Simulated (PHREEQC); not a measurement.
1 kg of water meets 20 L of dry gas (CO2 0.22, H2 0.78 by moles) at fixed total pressure, at 80 °C; fugacities by Peng-Robinson. The gases take part in no redox reaction, some water evaporates into the gas, and hydrates or a liquid gas phase aren't modelled. No solid was allowed to form.

Computed with PHREEQC (ion-association model, phreeqc.dat).

Question: Predict dissolved CO2 (all carbonate carbon) (mol/kgw), dissolved H2 (mol/kgw) at P (atm) = 40, 50.

Answer: 
| P (atm) | dissolved CO2 (all carbonate carbon) (mol/kgw) | dissolved H2 (mol/kgw) |
|---|---|---|
| 40 | 0.0972 | 0.0225 |
| 50 | 0.119 | 0.0280 |

At this temperature some constants are extrapolated from 25 °C, and those without enthalpy data are left unchanged.
